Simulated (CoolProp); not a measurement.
Vapour-liquid equilibrium of ethane (1) + n-perfluorobutane (2) at 2.04 bar; x and y are mole fractions of (1).

The numbers come from the multi-fluid Helmholtz-energy mixture model, Bücker 2006 and Gao 2022; pair parameters Bell 2016 in CoolProp.

```tsv
x	bubble temperature, mixture model (K)	bubble temperature, Raoult's law (K)	y, mixture model	y, Raoult's law
0.05	261.4	270.2	___	0.545
0.125	230.2	251.0	0.936	0.821
0.2	215.5	238.8	0.977	0.913
0.275	208.7	230.3	___	0.952
0.35	205.5	223.9	___	0.971
0.425	204.1	218.8	___	0.982
0.5	203.5	214.7	0.992	0.988
0.575	203.2	211.3	0.992	0.992
0.65	203.0	208.4	0.992	0.995
0.725	202.6	205.8	0.993	0.997
0.8	201.9	203.6	___	0.998
0.875	___	201.6	0.995	0.999
0.95	199.7	199.7	0.998	1.000
```

Q: What belongs in the gaps?

A: 
- 0.05, y, mixture model: 0.669
- 0.275, y, mixture model: 0.987
- 0.35, y, mixture model: 0.990
- 0.425, y, mixture model: 0.991
- 0.8, y, mixture model: 0.994
- 0.875, bubble temperature, mixture model (K): 201.0

The largest gap from Raoult's law is -23.3 K in bubble temperature, at x = 0.2. No azeotrope shows between x = 0.05 and 0.95.

Pair parameters are fitted to limited data, so mixtures are less certain than the pure fluids. With so large a gap from Raoult's law the liquid may split in two, which this calculation doesn't test in full.
